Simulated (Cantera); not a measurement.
**Gas-phase reforming**

A perfectly stirred reactor is fed with 43.5 % CH4, 56.5 % CO2, at 0.133 bar; it is held at 1400 K, and followed from long to short residence time.

Model: GRI-Mech 3.0 (53 species, 325 reactions), integrated in Cantera.

| τ (s) | x CH4 | x CO2 | x OH | x C2H | x H2 | x CH3 |
|---|---|---|---|---|---|---|
| 3.6 | 0.359 | 0.511 | 1.11e-8 | 3.81e-10 | 0.0535 | 0.000106 |
| 1.2 | 0.404 | 0.550 | 3.51e-9 | 1.42e-10 | 0.0258 | 0.000122 |
| 0.41 | 0.424 | 0.561 | 1.03e-9 | 3.62e-11 | 0.00908 | 0.000126 |
| 0.14 | 0.432 | 0.564 | 2.77e-10 | 5.07e-12 | 0.00229 | 0.000112 |
| 0.047 | 0.434 | 0.565 | 8.93e-11 | <1e-12 | 0.000472 | 8.20e-5 |
| 0.016 | 0.435 | 0.565 | 4.73e-11 | <1e-12 | 0.000108 | 5.50e-5 |
| 0.0054 | 0.435 | 0.565 | 3.46e-11 | <1e-12 | 2.84e-5 | 3.32e-5 |
| 0.0018 | 0.435 | 0.565 | 3.00e-11 | <1e-12 | 8.33e-6 | 1.50e-5 |
| 0.00062 | 0.435 | 0.565 | 2.90e-11 | <1e-12 | 2.78e-6 | 5.54e-6 |
| 0.00021 | 0.435 | 0.565 | 2.87e-11 | <1e-12 | 9.35e-7 | 1.89e-6 |
x: mole fraction; the columns are a selection and need not sum to one.
